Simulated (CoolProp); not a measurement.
m-xylene at 500.44 K and 4.94 MPa flows at 5.3 m/s in a round tube of 2 mm bore and 45 µm roughness, fully developed (64/Re and Nu = 3.66 if laminar; Colebrook and Gnielinski if turbulent). Each further row changes one setting.

Model: reference Helmholtz-energy equation of state, Zhou 2012, in CoolProp.

```
case               Reynolds number  Darcy friction factor  pressure drop (Pa/m)  heat-transfer coefficient (W/(m² K))  mass flow (kg/h)
-----------------  ---------------  ---------------------  --------------------  ------------------------------------  ----------------
as stated                    54000                 0.0516                243000                                 22600              40.2
velocity 10.6 m/s           108000                 0.0512                966000                                 45500              80.4
diameter 4 mm               108000                 0.0400                 94200                                 19000               161
```

Viscosity comes from a separate model (Cao 2016). Thermal conductivity comes from a separate model (Mylona 2014).
